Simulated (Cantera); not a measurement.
## Transport properties of process gases

Gas mixture: N₂O : O₂ = 0.21 : 0.99 (molar parts), at 1.00 bar, frozen composition.

Cantera's kinetic-theory transport with the Lennard-Jones parameters of GRI-Mech 3.0, ideal gas; thermal conductivity in the multicomponent form. The composition is frozen, though it would react at the higher temperatures.

```tsv
T (K)	ρ (kg/m³)	cp (J/kg/K)	μ (µPa s)	λ (mW/m/K)	Pr	D (cm²/s) H	D (cm²/s) H₂O	D (cm²/s) NO
400	1.03	947.9	24.2	32.0	0.717	2.05	0.380	0.326
600	0.684	1025	32.6	46.5	0.718	4.16	0.816	0.655
800	0.513	1086	39.8	60.1	0.719	6.80	1.37	1.06
1000	0.410	1127	46.2	72.5	0.719	9.91	2.04	1.55
1200	0.342	1155	52.1	83.8	0.719	13.4	2.80	2.10
1400	0.293	1178	57.7	94.6	0.718	17.4	3.65	2.71
1600	0.256	1197	63.0	105	0.718	21.7	4.58	3.38
1800	0.228	1214	68.0	115	0.718	26.4	5.60	4.12
2000	0.205	1229	72.8	125	0.717	31.5	6.68	4.90
```
D: mixture-averaged diffusion coefficient of that species in the mixture.
